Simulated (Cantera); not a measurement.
A closed system holds: 1 mol Si₃N₄, 1.3 mol NF₃, held at 10.0 mbar.

Equilibrium computed with Cantera from the NASA thermochemical tables; the gas is ideal and each condensed phase is pure. Candidate condensed phases: Si, Si₃N₄; 16 gas species. Equilibrium is a limit: real reactors are often held back by kinetics, nucleation or transport. All values below are at 800 K.

Base state: N₂ 0.571, SiF₄ 0.429 (mole fractions); condensed: Si₃N₄(s).

### Question
What changes in the equilibrium state with this change: 0.73 mol H₂O added?

### Answer
| species | before | after |
|---|---|---|
| N₂ | 0.571 | 0.475 |
| SiF₄ | 0.429 | 0.300 |
| H₂ | 0 | 0.225 |
| HF | 0 | 8.00e-5 |
| SiHF₃ | 0 | 2.97e-5 |
| Si₃N₄(s), mol | 0.675 | 0.188 |
| Si₂N₂O(s), mol | 0 | 0.730 |
Further candidate phases: H₂O, SiO₂, Si₂N₂O.
